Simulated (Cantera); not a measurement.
# Silicon oxide and oxynitride deposition: Si2H6 + NO + N2 + HF

Feed: 1 mol Si2H6, 9.7 mol NO, 170 mol N2, 0.005 mol HF, equilibrated at 2500 Pa.

Method: chemical equilibrium by Gibbs-energy minimisation in Cantera with the NASA 1993 tables (ideal gas, pure condensed phases). Candidate condensed phases: H2O, Si, SiO2, Si2N2O, Si3N4; 58 gas species. The feed counts by its element totals alone. The tables hold silica as quartz up to 1696 K and as liquid above; real silica turns to tridymite and cristobalite and melts near 1996 K. The numbers say what is thermodynamically allowed, not how fast it happens.

At 773 K the condensed part is SiO2(α-quartz). From 848 K to 1598 K the condensed part is SiO2(β-quartz).

```csv
T (K),x N2,x H2O,x O2,x NO,x OH,x HF,n SiO2(α-quartz),n SiO2(β-quartz)
773,0.976,0.0167,0.00753,2.61e-7,1.67e-10,2.79e-5,2.00,0
848,0.976,0.0167,0.00753,9.19e-7,1.55e-9,2.79e-5,0,2.00
923,0.976,0.0167,0.00753,2.63e-6,1.01e-8,2.79e-5,0,2.00
998,0.976,0.0167,0.00753,6.45e-6,4.95e-8,2.79e-5,0,2.00
1073,0.976,0.0167,0.00753,1.39e-5,1.95e-7,2.79e-5,0,2.00
1148,0.976,0.0167,0.00752,2.72e-5,6.40e-7,2.79e-5,0,2.00
1223,0.976,0.0167,0.00751,4.89e-5,1.82e-6,2.79e-5,0,2.00
1298,0.976,0.0167,0.00749,8.21e-5,4.59e-6,2.79e-5,0,2.00
1373,0.976,0.0167,0.00747,0.000130,1.04e-5,2.79e-5,0,2.00
1448,0.976,0.0167,0.00743,0.000197,2.18e-5,2.79e-5,0,2.00
1523,0.976,0.0167,0.00738,0.000285,4.24e-5,2.79e-5,0,2.00
1598,0.975,0.0167,0.00731,0.000398,7.74e-5,2.79e-5,0,2.00
```
x: gas mole fraction; n: condensed amount in mol.
